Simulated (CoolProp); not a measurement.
Vapour-liquid equilibrium of hydrogen sulfide (1) + benzene (2) at 68.25 °C; x and y are mole fractions of (1).

Computed with CoolProp (multi-fluid Helmholtz-energy mixture model, Lemmon 2006 and Thol 2012; pair parameters Bell 2016).

```tsv
x	bubble pressure (MPa)	y at the bubble point	dew pressure at overall composition x (MPa)	liquid density (mol/L)
0.05	0.2626	0.737	0.07306	10.89
0.2	0.8447	0.921	0.08686	11.92
0.35	1.459	0.957	0.1070	13.09
0.5	2.131	0.973	0.1390	14.44
0.65	2.882	0.983	0.1982	15.95
0.8	3.727	0.990	0.3446	17.55
0.95	4.712	0.997	1.287	18.82
```

No azeotrope shows between x = 0.05 and 0.95.

Pair parameters are fitted to limited data, so mixtures are less certain than the pure fluids.
